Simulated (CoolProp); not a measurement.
A Linde-Hampson liquefier for ethane: isothermal reversible compression at 320 K from 1 atm to 40 MPa, throttling to 1 atm, return gas leaving the recuperator 5 K below the feed. Each further row changes one setting.

Values from CoolProp's reference Helmholtz-energy equation of state, Bücker 2006.

| case | liquid yield per pass | compression work (kJ/kg of gas) |
|---|---|---|
| as stated | ? | 414 |
| high pressure 80 MPa | 0.402 | ? |
| warm-end temperature 350 K | 0.384 | 482 |
| warm-end gap 10 K | ? | 414 |

Question: Complete the blanks.

Answer: 
- as stated, liquid yield per pass: 0.454
- high pressure 80 MPa, compression work (kJ/kg of gas): 499
- warm-end gap 10 K, liquid yield per pass: 0.446
